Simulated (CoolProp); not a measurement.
Vapour-liquid equilibrium of ethane (1) + hydrogen chloride (2) at 62 kPa; x and y are mole fractions of (1).

Model: multi-fluid Helmholtz-energy mixture model, Bücker 2006 and Thol 2018; pair parameters Bell 2016, in CoolProp.

Problem. Give the bubble temperature and the first vapour's composition at x = 0.125, 0.35, 0.8. Is there an azeotrope?

Solution. x = 0.125: 172.4 K, y = 0.442; x = 0.35: 170.6 K, y = 0.538; x = 0.8: 171.2 K, y = 0.639. y crosses x between x = 0.5 and 0.575: the model has an azeotrope there.

The pair parameters rest on a limited set of measurements; away from them the model extrapolates.
